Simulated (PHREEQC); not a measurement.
## Acid rinse or clean (model solution)

Make-up at 25 °C: 0.0015 mol HCl, 0.28 mol CaCl2 and 0.062 mol KCl per kg of water. Closed to the air; pH follows from the charge balance.

Computed with PHREEQC (Pitzer model, pitzer.dat).

```
Item                         Value
-------------------  -------------
pH                            2.90
ionic strength       0.903 mol/kgw
activity of water            0.985
density                1.025 g/cm³
osmotic coefficient          0.880
total alkalinity      -1.50 meq/kg
```

```json
[
 {"species": "Cl-", "molality": "0.624", "activity": "0.381", "log γ": "-0.214"},
 {"species": "Ca+2", "molality": "0.280", "activity": "0.0684", "log γ": "-0.612"},
 {"species": "K+", "molality": "0.0620", "activity": "0.0405", "log γ": "-0.185"},
 {"species": "H+", "molality": "0.00150", "activity": "0.00126", "log γ": "-0.077"}
]
```

This is a speciation only: nothing precipitates in the calculation.
